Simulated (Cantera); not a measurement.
# Premixed flame

A freely propagating, adiabatic, planar premixed flame of H2 : O2 : N2 : H2O = 1 : 0.926 : 3.48 : 0.25 (molar parts), equivalence ratio 0.54, unburnt at 500 K and 1.01 bar; mixture-averaged transport, grid criteria slope 0.08 and curve 0.16, no radiation.

Cantera simulation using the H2/O2 subset of GRI-Mech 3.0, which has no nitrogen chemistry; the numbers are that mechanism's predictions, not measurements. Burning velocities carry a grid error of a few per cent, more on coarse grids. Lean hydrogen flames are cellular in practice and burn faster than this planar one.

```csv
z (mm),T (K),u (m/s),x H2,x O2,x H2O,x HO2,x OH,x O
-1.18,500,1.64,0.177,0.164,0.0442,<1e-8,<1e-8,<1e-8
-0.787,500,1.64,0.175,0.164,0.0443,9.90e-8,<1e-8,<1e-8
-0.590,501,1.64,0.173,0.165,0.0445,9.35e-7,<1e-8,<1e-8
-0.393,506,1.64,0.164,0.166,0.0453,1.05e-5,<1e-8,8.08e-8
-0.197,609,1.91,0.129,0.168,0.0579,0.000327,5.56e-5,1.23e-5
-0.0984,865,2.66,0.0917,0.157,0.0929,0.000264,0.000528,0.000289
0,1173,3.56,0.0503,0.130,0.147,0.000137,0.00185,0.00214
0.0984,1389,4.21,0.0221,0.104,0.191,8.29e-5,0.00441,0.00458
0.197,1513,4.57,0.0108,0.0923,0.210,5.84e-5,0.00617,0.00523
0.393,1633,4.92,0.00527,0.0865,0.223,3.68e-5,0.00677,0.00398
0.787,1718,5.16,0.00256,0.0851,0.230,1.94e-5,0.00551,0.00199
1.57,1761,5.27,0.000957,0.0851,0.234,8.03e-6,0.00360,0.000735
3.15,1778,5.32,0.000300,0.0854,0.236,2.93e-6,0.00209,0.000233
```
x: mole fraction of selected species; z is measured from the peak of heat release.

The laminar burning velocity is 164 cm/s. The thermal thickness comes out as 0.393 mm and the peak x(HO2) comes out as 0.000364. The peak x(OH) comes out as 0.00681 and the peak x(O) is 0.00524. The grid points is 107.
